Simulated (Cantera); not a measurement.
Cantera run, input and output.

```python
import numpy as np
import cantera as ct

gas = ct.Solution("gri30.yaml")
gas.TPX = 1125, 38000, {'CH4': 1, 'O2': 2.2, 'N2': 8.26, 'H2O': 0.51}
reactor = ct.IdealGasConstPressureReactor(gas, energy="on", clone=False)
net = ct.ReactorNet([reactor])
net.rtol, net.atol = 1e-08, 1e-16
show = ['CH4', 'O2', 'H2O', 'HCN', 'CH2', 'NO', 'H2O2']
times = np.geomspace(2e-06, 2, 14)

steps = ct.SolutionArray(gas, extra=["t"])
rows = []
print(f"{'t/s':>10s}{'T/K':>9s}{'P/Pa':>11s}" + "".join(f"{s:>11s}" for s in show))
for t in times:
    while net.time < t:
        t_next = net.step()
        steps.append(gas.state, t=t_next)
    rows.append([np.interp(t, steps.t, y) for y in (steps.T, steps.P, *steps(*show).X.T)])
    print(f"{t:10.3e}{rows[-1][0]:9.1f}{rows[-1][1]:11.4g}" + "".join(f"{x:11.3e}" for x in rows[-1][2:]))
rate = np.gradient(steps.T, steps.t)
print("integrator steps:", len(steps.t))
if steps.T.max() > steps.T[0] + 200:
    print(f"time of steepest temperature rise: {steps.t[rate.argmax()]:.4e} s")
gas.TPX = 1125, 38000, {'CH4': 1, 'O2': 2.2, 'N2': 8.26, 'H2O': 0.51}
gas.equilibrate("HP")
print(f"equilibrium (HP): T = {gas.T:.1f} K  " + "  ".join(f"{s} {gas[s].X[0]:.3e}" for s in show))
```

Output:

```
       t/s      T/K       P/Pa        CH4         O2        H2O        HCN        CH2         NO       H2O2
 2.000e-06   1125.0    3.8e+04  8.354e-02  1.838e-01  4.261e-02  2.048e-29  2.985e-22  2.658e-26  1.182e-14
 5.789e-06   1125.0    3.8e+04  8.354e-02  1.838e-01  4.261e-02  1.727e-28  2.201e-21  4.812e-25  9.843e-14
 1.675e-05   1125.0    3.8e+04  8.354e-02  1.838e-01  4.261e-02  1.461e-27  1.371e-20  5.376e-24  8.246e-13
 4.849e-05   1125.0    3.8e+04  8.354e-02  1.838e-01  4.261e-02  1.229e-26  8.705e-20  3.201e-23  6.834e-12
 1.403e-04   1125.0    3.8e+04  8.354e-02  1.838e-01  4.261e-02  1.045e-25  6.629e-19  1.785e-22  5.617e-11
 4.062e-04   1125.0    3.8e+04  8.354e-02  1.838e-01  4.261e-02  8.923e-25  5.751e-18  1.194e-21  4.382e-10
 1.176e-03   1125.0    3.8e+04  8.354e-02  1.838e-01  4.261e-02  8.033e-24  6.037e-17  9.674e-21  3.040e-09
 3.403e-03   1125.0    3.8e+04  8.354e-02  1.838e-01  4.261e-02  8.633e-23  9.349e-16  9.845e-20  1.561e-08
 9.848e-03   1125.0    3.8e+04  8.354e-02  1.838e-01  4.261e-02  1.624e-21  2.328e-14  1.422e-18  3.964e-08
 2.850e-02   1125.1    3.8e+04  8.351e-02  1.838e-01  4.263e-02  3.185e-20  1.235e-13  1.524e-17  4.472e-08
 8.249e-02   1125.7    3.8e+04  8.340e-02  1.837e-01  4.272e-02  2.952e-19  3.014e-13  9.660e-17  1.169e-07
 2.388e-01   1132.3    3.8e+04  8.217e-02  1.828e-01  4.374e-02  1.981e-17  3.855e-12  2.477e-15  9.223e-07
 6.910e-01   2463.2    3.8e+04  4.493e-17  2.385e-02  1.870e-01  6.692e-11  1.871e-16  6.722e-03  1.158e-07
 2.000e+00   2463.2    3.8e+04  4.493e-17  2.385e-02  1.870e-01  6.692e-11  1.871e-16  6.722e-03  1.158e-07
integrator steps: 2449
time of steepest temperature rise: 3.4394e-01 s
equilibrium (HP): T = 2463.2 K  CH4 6.037e-17  O2 2.385e-02  H2O 1.870e-01  HCN 6.692e-11  CH2 2.157e-16  NO 6.722e-03  H2O2 1.158e-07
```

Detailed kinetics in Cantera: GRI-Mech 3.0 (53 species, 325 reactions).
